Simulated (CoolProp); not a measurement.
Vapour-liquid equilibrium of CH2F2 (R32) (1) + fluoroethane (R161) (2) at 2.24 MPa; x and y are mole fractions of (1).

Values from CoolProp's multi-fluid Helmholtz-energy mixture model, Tillner-Roth 1997 and Wu 2012; pair parameters Bell 2016.

Question: Give the bubble temperature and the first vapour's composition at x = 0.05, 0.25, 0.45. Is there an azeotrope?

Answer: x = 0.05: 332.6 K, y = 0.076; x = 0.25: 325.8 K, y = 0.335; x = 0.45: 320.3 K, y = 0.545. No azeotrope shows between x = 0.05 and 0.95.

The pair parameters rest on a limited set of measurements; away from them the model extrapolates.
